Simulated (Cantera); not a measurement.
Input (Python, Cantera) and output of one run.

```python
import numpy as np
import cantera as ct

gas_names = """
    H HNO HNO2 HNO3 HO2 H2 H2O H2O2 H2S H2SO4 N NH NH2 NH3 NH2OH NO NO2 NO3 N2 N2H2 N2H4 N2O O OH O2 O3
    S SH SN SO SO2 SO3 S2 S2O S8
""".split()
cond_names = """
    H2O(s) H2O(L) H2SO4(L) S(cr1) S(cr2) S(L)
""".split()


# ... load() reads the species with a 1 bar reference pressure and builds the phases ...
atoms = {
    'NH3': {'N': 1, 'H': 3},
    'SO2': {'S': 1, 'O': 2},
    'H2': {'H': 2},
}
top_T = {}  # K; cautious upper limits of use, not melting points


# ... equilibrate(T, P, feed) seeds the gas with the atoms and calls Mixture.equilibrate('TP', solver="vcs", rtol=1e-11, max_steps=5000) ...
results = []
feed = {'NH3': 1, 'SO2': 0.24, 'H2': 13}  # mol
T = 1798  # K
for P in [10, 52, 280, 1400, 7600, 40000, 210000, 1100000, 5700000, 30000000]:
    mix = equilibrate(T, P, feed)
    results.append((T, P, feed, dict(zip(mix.species_names, mix.species_moles))))
    x = sorted(zip(gas.X, gas.species_names), reverse=True)
    print(f"T = {T:g} K  P = {P:g} Pa  gas = {mix.phase_moles(0):.4g} mol")
    print("   x: " + "  ".join(f"{s} {v:.3e}" for v, s in x if v > 0.0001))
    print("   condensed (mol): " + ("  ".join(f"{mix.phase(i).name} {mix.phase_moles(i):.4g}"
          for i in range(1, mix.n_phases) if mix.phase_moles(i) > 1e-12) or "none"))
```

It prints:

```
T = 1798 K  P = 10 Pa  gas = 15.41 mol
   x: H2 8.923e-01  H 3.326e-02  N2 3.244e-02  H2O 2.987e-02  S 4.353e-03  S2 3.548e-03  SH 2.441e-03  SO 1.007e-03  H2S 5.789e-04
   condensed (mol): none
T = 1798 K  P = 52 Pa  gas = 15.24 mol
   x: H2 9.102e-01  N2 3.281e-02  H2O 3.087e-02  H 1.473e-02  S2 4.411e-03  SH 2.749e-03  S 2.128e-03  H2S 1.501e-03  SO 4.987e-04
   condensed (mol): none
T = 1798 K  P = 280 Pa  gas = 15.15 mol
   x: H2 9.176e-01  N2 3.300e-02  H2O 3.141e-02  H 6.374e-03  S2 4.267e-03  H2S 3.454e-03  SH 2.715e-03  S 9.022e-04  SO 2.134e-04
   condensed (mol): none
T = 1798 K  P = 1400 Pa  gas = 15.09 mol
   x: H2 9.196e-01  N2 3.312e-02  H2O 3.169e-02  H2S 6.704e-03  S2 3.200e-03  H 2.854e-03  SH 2.354e-03  S 3.494e-04
   condensed (mol): none
T = 1798 K  P = 7600 Pa  gas = 15.05 mol
   x: H2 9.193e-01  N2 3.323e-02  H2O 3.187e-02  H2S 1.099e-02  SH 1.656e-03  S2 1.585e-03  H 1.225e-03  S 1.055e-04
   condensed (mol): none
T = 1798 K  P = 40000 Pa  gas = 15.02 mol
   x: H2 9.187e-01  N2 3.329e-02  H2O 3.195e-02  H2S 1.404e-02  SH 9.226e-04  H 5.336e-04  S2 4.923e-04
   condensed (mol): none
T = 1798 K  P = 210000 Pa  gas = 15.01 mol
   x: H2 9.186e-01  N2 3.331e-02  H2O 3.198e-02  H2S 1.532e-02  SH 4.395e-04  H 2.329e-04  S2 1.117e-04
   condensed (mol): none
T = 1798 K  P = 1.1e+06 Pa  gas = 15 mol
   x: H2 9.186e-01  N2 3.330e-02  H2O 3.200e-02  H2S 1.575e-02  SH 1.974e-04  H 1.017e-04
   condensed (mol): none
T = 1798 K  P = 5.7e+06 Pa  gas = 15 mol
   x: H2 9.185e-01  N2 3.321e-02  H2O 3.201e-02  H2S 1.591e-02  NH3 2.680e-04
   condensed (mol): none
T = 1798 K  P = 3e+07 Pa  gas = 14.98 mol
   x: H2 9.178e-01  N2 3.268e-02  H2O 3.204e-02  H2S 1.598e-02  NH3 1.398e-03
   condensed (mol): none
```

Method: chemical equilibrium by Gibbs-energy minimisation in Cantera with the NASA 1993 tables (ideal gas, pure condensed phases). The ideal-gas law is rough above about 30 bar.
